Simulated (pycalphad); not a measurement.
An equivalent pycalphad script:

```python
from pycalphad import Database, equilibrium, calculate, variables as v
import numpy as np
db = Database('COST507.tdb')
comps = ['SI', 'V', 'VA']
phases = ['BCC_A2', 'DIAMOND_A4', 'LIQUID', 'SI2V', 'SI3V5', 'SI5V6', 'SIV3']
eq = equilibrium(db, comps, phases, {v.X('V'): 0.0888, v.T: np.arange(2600, 499, -75), v.P: 101325, v.N: 1}, output=['HM', 'SM'])
```

CALPHAD calculation (pycalphad, COST 507 light-alloy database (1999)), 1 atm. The data set is of 1999 and partly superseded. Amounts are mole fractions of atoms. Kinetics are ignored, which matters at the lower temperatures.

Results at three of the temperatures:

```
T = 2450.00 K, P = 101325 Pa, N = 1 mol of atoms
G = -153409 J/mol, H = 94995 J/mol, S = 101.39 J/(mol K)  (SER reference)
chemical potentials (J/mol): Si -143378, V -256331
phase             fraction      x(Si)       x(V)
LIQUID              1.0000     0.9112     0.0888
```

```
T = 1775.00 K, P = 101325 Pa, N = 1 mol of atoms
G = -87953 J/mol, H = 73601 J/mol, S = 91.02 J/(mol K)  (SER reference)
chemical potentials (J/mol): Si -77107, V -199242
phase             fraction      x(Si)       x(V)
LIQUID              0.9496     0.9242     0.0758
SI2V                0.0504     0.6667     0.3333
```

```
T = 1400.00 K, P = 101325 Pa, N = 1 mol of atoms
G = -62660 J/mol, H = 17474 J/mol, S = 57.24 J/(mol K)  (SER reference)
chemical potentials (J/mol): Si -51222, V -180031
phase             fraction      x(Si)       x(V)
DIAMOND_A4          0.7336     1.0000       none
SI2V                0.2664     0.6667     0.3333
```

Changes of the phase set, refined by bisection:

```
T (K)    phases above       phases below
------  -------------  -----------------
1790.2         LIQUID      LIQUID + SI2V
1675.1  LIQUID + SI2V  DIAMOND_A4 + SI2V
```

Database names, with the compositions (at.%) that they take in these runs: SI2V: Si 67 V 33. DIAMOND_A4 is diamond (Si). An entry "none" or "no" means that the model of the phase leaves that element out.
